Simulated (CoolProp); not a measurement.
Vapour-liquid equilibrium of ammonia (1) + n-hexane (2) at 368.3 K; x and y are mole fractions of (1).

Computed with CoolProp (multi-fluid Helmholtz-energy mixture model, Gao 2020 and Thol 2019; pair parameters Bell 2016).

Problem. Give the bubble pressure and the first vapour's composition at x = 0.5, 0.8, 0.95. Is there an azeotrope?

Solution. x = 0.5: 4016 kPa, y = 0.920; x = 0.8: 4700 kPa, y = 0.939; x = 0.95: 5406 kPa, y = 0.979. No azeotrope shows between x = 0.05 and 0.95.

The pair parameters rest on a limited set of measurements; away from them the model extrapolates. With so large a gap from Raoult's law the liquid may split in two, which this calculation doesn't test in full.
